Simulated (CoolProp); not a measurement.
The numbers come from the reference Helmholtz-energy equation of state, Schmidt 1985 in CoolProp.

**Question.** Give the vapour pressure (MPa), vapour Z, liquid viscosity (µPa s), liquid conductivity (mW/(m K)) of saturated oxygen at 94.3, 119.8, 124.9 K.

**Answer.** 
| T (K) | p (MPa) | vapour Z | liquid viscosity (µPa s) | liquid conductivity (mW/(m K)) |
|---|---|---|---|---|
| 94.3 | 0.153 | 0.957 | 175 | 145 |
| 119.8 | 1.01 | 0.835 | 97.9 | 108 |
| 124.9 | 1.34 | 0.799 | 87.3 | 100 |

Viscosity comes from a separate model (Lemmon 2004). Thermal conductivity comes from a separate model (Lemmon 2004).
